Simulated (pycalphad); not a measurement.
**Phase fractions of Al-2.46Si-2.129Mg (wt.%)**

Computed with pycalphad from the COST 507 light-alloy database (1999), at 1 atm. These are 1990s assessments: newer ones move some temperatures and phases. Phase fractions are per mole of atoms. Kinetics are ignored, which matters at the lower temperatures.

```
T (°C)  LIQUID  FCC_A1  MG2SI  DIAMOND_A4
------  ------  ------  -----  ----------
657      1.000       -      -           -
577      0.147   0.846  0.007           -
497          -       …      …           …
417          -   0.958  0.033       0.010
337          -   0.954  0.034       0.011
257          -   0.953  0.035       0.012
177          -   0.953  0.035       0.012
97           -   0.953  0.035       0.012
```

**Question.** Complete the blanks.

**Answer.** 
- 497, FCC_A1: 0.964
- 497, MG2SI: 0.029
- 497, DIAMOND_A4: 0.007

Database names, with the compositions (at.%) that they take in these runs: MG2SI: Mg 67 Si 33. FCC_A1 is fcc; DIAMOND_A4 is diamond (Si).
